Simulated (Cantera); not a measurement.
An isothermal, constant-pressure homogeneous reactor starts with 92.1 % NO, 7.92 % N2, at 2150 K and 0.530 bar.

Cantera simulation using GRI-Mech 3.0 (53 species, 325 reactions); the numbers are that mechanism's predictions, not measurements.

**Question.** Predict: x(NO) at 2.00 s; x(N2) at 2.00 s; x(NO2) at 2.00 s; x(O) at 2.00 s; x(O2) at 2.00 s; x(N2O) at 2.00 s.

**Answer.** 
```json
{
 "x(NO) at 2.00 s": "0.0157 (gas-phase equilibrium 0.0136)",
 "x(N2) at 2.00 s": "0.531 (gas-phase equilibrium 0.532)",
 "x(NO2) at 2.00 s": "2.28e-5 (gas-phase equilibrium 1.98e-5)",
 "x(O) at 2.00 s": "0.00181 (gas-phase equilibrium 0.00182)",
 "x(O2) at 2.00 s": "0.451 (gas-phase equilibrium 0.452)",
 "x(N2O) at 2.00 s": "4.76e-7 (gas-phase equilibrium 4.54e-7)"
}
```
